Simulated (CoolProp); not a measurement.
Vapour-liquid equilibrium of R245fa (1) + isopentane (2) at 284 kPa; x and y are mole fractions of (1).

Computed with CoolProp (multi-fluid Helmholtz-energy mixture model, Akasaka 2015 and Lemmon 2006; pair parameters Bell 2016).

Q: Give the bubble temperature and the first vapour's composition at x = 0.05, 0.275, 0.8. Is there an azeotrope?

A: x = 0.05: 327.7 K, y = 0.201; x = 0.275: 313.5 K, y = 0.556; x = 0.8: 310.4 K, y = 0.715. y crosses x between x = 0.65 and 0.725: the model has an azeotrope there.

The pair parameters rest on a limited set of measurements; away from them the model extrapolates. With so large a gap from Raoult's law the liquid may split in two, which this calculation doesn't test in full.
